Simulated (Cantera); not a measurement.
A perfectly stirred reactor is fed with CH₄ : CO₂ : H₂ = 1 : 4.5 : 0.08 (molar parts), at 100.0 Torr; it is held at 1325 K, and followed from long to short residence time.

Cantera simulation using GRI-Mech 3.0 (53 species, 325 reactions); the numbers are that mechanism's predictions, not measurements.

Q: What does this change do: temperature 1325 to 2098 K?

A: 
```json
[
 {"quantity": "x(CH₄) at τ = 1.20 s", "before": "0.178", "after": "0.000194"},
 {"quantity": "x(CO₂) at τ = 1.20 s", "before": "0.805", "after": "0.261"},
 {"quantity": "x(H₂) at τ = 1.20 s", "before": "0.0144", "after": "0.0728"},
 {"quantity": "x(O) at τ = 1.20 s", "before": "<1e-12", "after": "1.86e-6"},
 {"quantity": "x(HCO) at τ = 1.20 s", "before": "1.45e-11", "after": "4.52e-8"},
 {"quantity": "x(CH₄) at τ = 12.0 ms", "before": "0.179", "after": "0.0115"},
 {"quantity": "x(CO₂) at τ = 12.0 ms", "before": "0.806", "after": "0.372"},
 {"quantity": "x(H₂) at τ = 12.0 ms", "before": "0.0143", "after": "0.0607"},
 {"quantity": "x(O) at τ = 12.0 ms", "before": "<1e-12", "after": "4.86e-7"},
 {"quantity": "x(HCO) at τ = 12.0 ms", "before": "<1e-12", "after": "1.42e-6"}
]
```
